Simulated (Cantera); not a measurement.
A closed system holds: 1 mol MgO, 0.33 mol H2S, 7.1 mol CO2, at 1575 K and 0.133 bar.

Method: chemical equilibrium by Gibbs-energy minimisation in Cantera with the NASA 1993 tables (ideal gas, pure condensed phases). Candidate condensed phases: C, C6H6, C7H8, C8H18, H2O, H2SO4, Mg, MgCO3, MgO, Mg(OH)2, MgS, MgSO4, S; 130 gas species. The numbers say what is thermodynamically allowed, not how fast it happens.

Q: What is the equilibrium state?

A: x(CO2): 0.791
x(CO): 0.124
x(SO2): 0.0416
x(H2O): 0.0403
x(H2): 0.00218
x(SO): 0.000509
x(S2): 0.000148
x(COS): 4.77e-5
x(H2S): 2.49e-5
n(MgO(s)): 1.00 mol
gas amount: 7.758 mol
log10 activity of S(l) (absent): -3.64
log10 activity of C(graphite) (absent): -6.04
log10 activity of Mg(l) (absent): -10.11
